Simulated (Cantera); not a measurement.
A closed system holds: 1 mol CF4, 8.6 mol H2, equilibrated at 2577 °C and 13.3 mbar.

Method: chemical equilibrium by Gibbs-energy minimisation in Cantera with the NASA 1993 tables (ideal gas, pure condensed phases). Candidate condensed phases: C, C6H6, C7H8, C8H18; 95 gas species. Rates play no part.

What is the equilibrium state?


```
Property                 Value
-------------------  ---------
x(H)                     0.429
x(HF)                    0.291
x(H2)                    0.259
x(C2H2 (acetylene))     0.0102
x(C3)                  0.00433
x(C2H)                 0.00231
x(F)                   0.00224
x(C)                  0.000846
x(C2)                 0.000427
n(C(graphite))       0.442 mol
gas amount           13.63 mol
```
